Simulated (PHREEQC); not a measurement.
1 kg of water holding 0.16 mol MgBr2, 0.0035 mol CaSO4, 0.61 mol KCl and 0.07 mol NaCl is evaporated at 25 °C; the solids stay in contact with the brine. No CO2 enters from the air. Only these solids could form: Arcanite, Bischofite, Bloedite, Brucite, Carnallite, Epsomite, Glaserite, Glauberite, Gypsum, Anhydrite, Halite, Hexahydrite, Kainite, Kieserite, Leonite, Mirabilite, Misenite, Polyhalite, Portlandite, Schoenite, Sylvite, Syngenite, Thenardite, MgCl2_4H2O.

All values are PHREEQC results (Pitzer model, pitzer.dat), not measurements.

```json
[
 {"water left (kg)": "1", "ionic strength": "1.17", "water activity": "0.970", "Sylvite (mol)": "0", "Mg in solution (mol/kgw)": "0.160", "Br in solution (mol/kgw)": "0.320", "Ca in solution (mol/kgw)": "0.00350"},
 {"water left (kg)": "0.8219", "ionic strength": "1.43", "water activity": "…", "Sylvite (mol)": "0", "Mg in solution (mol/kgw)": "0.195", "Br in solution (mol/kgw)": "0.389", "Ca in solution (mol/kgw)": "0.00426"},
 {"water left (kg)": "0.6755", "ionic strength": "…", "water activity": "0.955", "Sylvite (mol)": "0", "Mg in solution (mol/kgw)": "0.237", "Br in solution (mol/kgw)": "0.474", "Ca in solution (mol/kgw)": "0.00518"},
 {"water left (kg)": "0.4563", "ionic strength": "…", "water activity": "0.931", "Sylvite (mol)": "0", "Mg in solution (mol/kgw)": "0.351", "Br in solution (mol/kgw)": "0.701", "Ca in solution (mol/kgw)": "0.00767"},
 {"water left (kg)": "0.375", "ionic strength": "3.13", "water activity": "0.914", "Sylvite (mol)": "0", "Mg in solution (mol/kgw)": "0.427", "Br in solution (mol/kgw)": "0.853", "Ca in solution (mol/kgw)": "0.00933"},
 {"water left (kg)": "0.3082", "ionic strength": "3.81", "water activity": "0.892", "Sylvite (mol)": "0", "Mg in solution (mol/kgw)": "0.519", "Br in solution (mol/kgw)": "1.04", "Ca in solution (mol/kgw)": "0.0114"},
 {"water left (kg)": "0.2533", "ionic strength": "…", "water activity": "0.865", "Sylvite (mol)": "0", "Mg in solution (mol/kgw)": "0.632", "Br in solution (mol/kgw)": "1.26", "Ca in solution (mol/kgw)": "0.0138"},
 {"water left (kg)": "0.2082", "ionic strength": "5.64", "water activity": "…", "Sylvite (mol)": "0", "Mg in solution (mol/kgw)": "0.768", "Br in solution (mol/kgw)": "1.54", "Ca in solution (mol/kgw)": "0.0168"},
 {"water left (kg)": "0.1407", "ionic strength": "…", "water activity": "0.757", "Sylvite (mol)": "0.106", "Mg in solution (mol/kgw)": "1.14", "Br in solution (mol/kgw)": "2.28", "Ca in solution (mol/kgw)": "0.0249"},
 {"water left (kg)": "0.1156", "ionic strength": "8.18", "water activity": "0.732", "Sylvite (mol)": "0.228", "Mg in solution (mol/kgw)": "1.38", "Br in solution (mol/kgw)": "2.77", "Ca in solution (mol/kgw)": "0.0303"},
 {"water left (kg)": "0.09502", "ionic strength": "8.91", "water activity": "0.700", "Sylvite (mol)": "0.328", "Mg in solution (mol/kgw)": "1.68", "Br in solution (mol/kgw)": "3.37", "Ca in solution (mol/kgw)": "0.0368"}
]
```

### Question
Fill in the missing entries.

### Answer

- 0.8219, water activity: 0.963
- 0.6755, ionic strength: 1.74
- 0.4563, ionic strength: 2.57
- 0.2533, ionic strength: 4.63
- 0.2082, water activity: 0.830
- 0.1407, ionic strength: 7.59
